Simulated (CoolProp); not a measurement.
A Linde-Hampson liquefier for normal hydrogen: isothermal reversible compression at 200 K from 1 atm to 30 MPa, throttling to 1 atm, return gas leaving the recuperator 10 K below the feed. Each further row changes one setting.

Model: reference Helmholtz-energy equation of state, Leachman 2009, in CoolProp.

| case | compression work (kJ/kg of gas) |
|---|---|
| as stated | 4890 |
| high pressure 60 MPa | 5680 |
| warm-end temperature 230 K | 5600 |
| warm-end gap 15 K | 4890 |
